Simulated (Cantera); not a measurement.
A closed system holds: 1 mol BN, 8.4 mol H2, 0.41 mol O2, at 7.50 mbar.

Equilibrium computed with Cantera from the NASA thermochemical tables; the gas is ideal and each condensed phase is pure. Candidate condensed phases: B, BN, B2O3, B3O3H3, H2O; 39 gas species. Mutual solubility and eutectic melting of coexisting phases are not modelled. Kinetics and transport are ignored.

### Question
Which condensed phases are stable at each of these points (T (K)): 948, 1048, 1148, 1248, 1348, 1448, 1548, 1648, 1748, 1848, 1948, 2048?

### Answer
| T (K) | condensed phases | B condensed (%) |
|---|---|---|
| 948 | BN(s) + B2O3(l) | 100.0 |
| 1048 | BN(s) + B2O3(l) | 100.0 |
| 1148 | BN(s) + B2O3(l) | 99.9 |
| 1248 | BN(s) + B2O3(l) | 99.6 |
| 1348 | BN(s) + B2O3(l) | 98.2 |
| 1448 | BN(s) + B2O3(l) | 92.3 |
| 1548 | BN(s) + B2O3(l) | 64.3 |
| 1648 | BN(s) | 34.6 |
| 1748 | BN(s) | 25.6 |
| 1848 | BN(s) | 20.3 |
| 1948 | BN(s) | 18.4 |
| 2048 | BN(s) | 17.4 |

From 948 K to 1548 K the condensed part is BN(s) + B2O3(l). From 1648 K to 2048 K the condensed part is BN(s).
